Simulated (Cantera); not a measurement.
Input (Python, Cantera):

```python
import numpy as np
import cantera as ct

surf = ct.Interface("diamond.yaml", "diamond_100")
gas, bulk = surf.adjacent["gas"], surf.adjacent["diamond"]
k = surf.kinetics_species_index(bulk.species_names[0])
cover = ["c6HH", "c6H*", "c6*H", "c6**", "c6HM", "c6B"]

rows, drift = [], 0.0
print(f"{'T':>10s}{'um/h':>11s}" + "".join(f"{s:>11s}" for s in cover))
for v in [950, 1025, 1100, 1175, 1250, 1325, 1400]:
    T, P, xH, xCH3 = v, 2100, 0.0048, 0.00029
    gas.TPX = T, P, {"H": xH, "CH3": xCH3, "CH4": 0.0091, "H2": 1 - xH - xCH3 - 0.0091}
    surf.TP = bulk.TP = T, P
    surf.coverages = "c6H*:0.1, c6HH:0.9"
    surf.advance_coverages(100.0)
    before = surf.coverages
    surf.advance_coverages(100.0)
    drift = max(drift, np.max(np.abs(surf.coverages - before) / (surf.coverages + 1e-9)))
    rate = surf.net_production_rates[k] * bulk.mean_molecular_weight / bulk.density * 3.6e9
    rows.append([rate, *surf[cover].coverages])
    print(f"{v:10.4g}{rate:11.4e}" + "".join(f"{x:11.3e}" for x in rows[-1][1:]))
```

Output:

```
         T       um/h       c6HH       c6H*       c6*H       c6**       c6HM        c6B
       950 2.3326e+00  6.125e-01  1.344e-02  3.187e-01  6.249e-03  3.760e-02  6.330e-09
      1025 2.9557e+00  5.559e-01  1.985e-02  3.791e-01  1.090e-02  2.429e-02  8.020e-09
      1100 2.5257e+00  5.047e-01  2.736e-02  4.332e-01  1.741e-02  1.122e-02  6.854e-09
      1175 1.4607e+00  4.567e-01  3.542e-02  4.764e-01  2.562e-02  3.234e-03  3.964e-09
      1250 9.9103e-01  4.123e-01  4.352e-02  5.070e-01  3.510e-02  7.539e-04  2.689e-09
      1325 9.5894e-01  3.742e-01  5.146e-02  5.277e-01  4.544e-02  1.733e-04  2.602e-09
      1400 8.2863e-01  3.429e-01  5.912e-02  5.409e-01  5.623e-02  3.961e-05  2.249e-09
```

Detailed kinetics in Cantera: the Harris–Goodwin 1993 mechanism for the reconstructed diamond (100) surface.
